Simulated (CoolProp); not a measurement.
Vapour-liquid equilibrium of propane (1) + R114 (2) at 1.14 MPa; x and y are mole fractions of (1).

Model: multi-fluid Helmholtz-energy mixture model, Lemmon 2009 and Platzer 1990; pair parameters Bell 2016, in CoolProp. This equation is an older, rougher fit; its heat capacities, sound speeds and derivatives of the liquid may be far off and weren't checked against measurements.

Q: Give the bubble temperature and the first vapour's composition at x = 0.125, 0.425, 0.95. Is there an azeotrope?

A: x = 0.125: 349.3 K, y = 0.292; x = 0.425: 327.6 K, y = 0.679; x = 0.95: 306.9 K, y = 0.978. No azeotrope shows between x = 0.05 and 0.95.

The pair parameters rest on a limited set of measurements; away from them the model extrapolates.
